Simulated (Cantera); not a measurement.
Charge: 1 mol B, 0.59 mol N2, 0.37 mol H2O, at 99.0 Pa.

Method: chemical equilibrium by Gibbs-energy minimisation in Cantera with the NASA 1993 tables (ideal gas, pure condensed phases). Candidate condensed phases: B, BN, B2O3, B3O3H3, H2O; 39 gas species. N2 is the only nitrogen source here; it is nearly inert below about 1500 K, so the nitride shown seldom forms there in practice. Mutual solubility and eutectic melting of coexisting phases are not modelled. Kinetics and transport are ignored.

Problem. Which condensed phases are stable at each of these points (T (K)): 750, 900, 1050, 1200, 1350, 1500, 1650, 1800, 1950, 2100, 2250, 2400?

Solution. 
```json
[
 {"T (K)": "750", "condensed phases": "BN(s) + B2O3(l)", "B condensed (%)": "100.0"},
 {"T (K)": "900", "condensed phases": "BN(s) + B2O3(l)", "B condensed (%)": "100.0"},
 {"T (K)": "1050", "condensed phases": "BN(s) + B2O3(l)", "B condensed (%)": "100.0"},
 {"T (K)": "1200", "condensed phases": "BN(s) + B2O3(l)", "B condensed (%)": "100.0"},
 {"T (K)": "1350", "condensed phases": "BN(s) + B2O3(l)", "B condensed (%)": "99.7"},
 {"T (K)": "1500", "condensed phases": "BN(s) + B2O3(l)", "B condensed (%)": "95.3"},
 {"T (K)": "1650", "condensed phases": "BN(s)", "B condensed (%)": "71.6"},
 {"T (K)": "1800", "condensed phases": "BN(s)", "B condensed (%)": "65.8"},
 {"T (K)": "1950", "condensed phases": "BN(s)", "B condensed (%)": "63.3"},
 {"T (K)": "2100", "condensed phases": "B(s)", "B condensed (%)": "62.5"},
 {"T (K)": "2250", "condensed phases": "B(s)", "B condensed (%)": "61.5"},
 {"T (K)": "2400", "condensed phases": "B(l)", "B condensed (%)": "57.0"}
]
```

From 750 K to 1500 K the condensed part is BN(s) + B2O3(l). From 1650 K to 1950 K the condensed part is BN(s). From 2100 K to 2250 K the condensed part is B(s). At 2400 K the condensed part is B(l).
